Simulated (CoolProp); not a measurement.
Vapour-liquid equilibrium of R22 (1) + R11 (2) at 56.95 °C; x and y are mole fractions of (1).

The numbers come from the multi-fluid Helmholtz-energy mixture model, Kamei 1995 and Jacobsen 1992; pair parameters Bell 2016 in CoolProp.

```
x      bubble pressure (kPa)  y at the bubble point  dew pressure at overall composition x (kPa)  liquid density (mol/L)
-----  ---------------------  ---------------------  -------------------------------------------  ----------------------
0.05                   415.6                  0.318                                        302.7                   10.27
0.125                  592.1                  0.536                                        327.8                   10.43
0.2                    753.3                  0.648                                        357.3                   10.59
0.275                  902.6                  0.719                                        392.4                   10.74
0.35                    1043                  0.768                                        435.0                   10.90
0.425                   1177                  0.807                                        487.6                   11.05
0.5                     1307                  0.838                                        554.1                   11.21
0.575                   1437                  0.865                                        640.6                   11.36
0.65                    1568                  0.890                                        756.8                   11.51
0.725                   1703                  0.913                                        918.9                   11.65
0.8                     1844                  0.936                                         1152                   11.79
0.875                   1994                  0.959                                         1487                   11.92
0.95                    2155                  0.983                                         1932                   12.04
```

No azeotrope shows between x = 0.05 and 0.95.

The pair parameters rest on a limited set of measurements; away from them the model extrapolates. The gap from Raoult's law changes sign with composition, which may be real or a fault of the pair parameters; it wasn't checked against measurements.
